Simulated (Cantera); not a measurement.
Input (Python, Cantera):

```python
import numpy as np
import cantera as ct

gas = ct.Solution("gri30.yaml")
gas.TPX = 975, 850000, {'CH3OH': 0.0044, 'O2': 0.004, 'N2': 1, 'H2O': 0.095}
reactor = ct.IdealGasConstPressureReactor(gas, energy="off", clone=False)
net = ct.ReactorNet([reactor])
net.rtol, net.atol = 1e-08, 1e-18
show = ['CH3OH', 'O2', 'NO2', 'HO2', 'CH2']
times = np.geomspace(0.0002, 20, 10)

steps = ct.SolutionArray(gas, extra=["t"])
rows = []
print(f"{'t/s':>10s}{'T/K':>9s}{'P/Pa':>11s}" + "".join(f"{s:>11s}" for s in show))
for t in times:
    while net.time < t:
        t_next = net.step()
        steps.append(gas.state, t=t_next)
    rows.append([np.interp(t, steps.t, y) for y in (steps.T, steps.P, *steps(*show).X.T)])
    print(f"{t:10.3e}{rows[-1][0]:9.1f}{rows[-1][1]:11.4g}" + "".join(f"{x:11.3e}" for x in rows[-1][2:]))
rate = np.gradient(steps.T, steps.t)
print("integrator steps:", len(steps.t))
if steps.T.max() > steps.T[0] + 200:
    print(f"time of steepest temperature rise: {steps.t[rate.argmax()]:.4e} s")
gas.TPX = 975, 850000, {'CH3OH': 0.0044, 'O2': 0.004, 'N2': 1, 'H2O': 0.095}
gas.equilibrate("TP")
print(f"equilibrium (TP): T = {gas.T:.1f} K  " + "  ".join(f"{s} {gas[s].X[0]:.3e}" for s in show))
```

Output:

```
       t/s      T/K       P/Pa      CH3OH         O2        NO2        HO2        CH2
 2.000e-04    975.0    8.5e+05  3.988e-03  3.625e-03  3.211e-31  4.298e-11  1.208e-14
 7.188e-04    975.0    8.5e+05  3.988e-03  3.625e-03  2.022e-29  1.853e-10  1.208e-14
 2.583e-03    975.0    8.5e+05  3.988e-03  3.625e-03  1.158e-27  7.348e-10  1.208e-14
 9.283e-03    975.0    8.5e+05  3.988e-03  3.625e-03  6.005e-26  2.742e-09  1.208e-14
 3.336e-02    975.0    8.5e+05  3.988e-03  3.625e-03  3.496e-24  1.041e-08  1.208e-14
 1.199e-01    975.0    8.5e+05  3.988e-03  3.625e-03  5.704e-22  4.543e-08  1.207e-14
 4.309e-01    975.0    8.5e+05  3.971e-03  3.619e-03  6.533e-18  1.031e-06  1.203e-14
 1.549e+00    975.0    8.5e+05  1.745e-07  2.716e-04  1.269e-12  5.929e-07  1.126e-17
 5.565e+00    975.0    8.5e+05  4.065e-12  8.349e-06  1.874e-13  2.361e-08  1.409e-18
 2.000e+01    975.0    8.5e+05  4.443e-13  4.056e-09  7.856e-17  3.676e-12  6.447e-20
integrator steps: 2506
equilibrium (TP): T = 975.0 K  CH3OH 7.230e-15  O2 7.518e-20  NO2 1.700e-24  HO2 1.457e-23  CH2 1.104e-25
```

Model: GRI-Mech 3.0 (53 species, 325 reactions), integrated in Cantera. GRI-Mech 3.0 was tuned for natural gas; its chemistry of methanol as a main component is partial and can be far from experiment. Below about 1000 K GRI-Mech 3.0 lacks low-temperature oxidation paths.
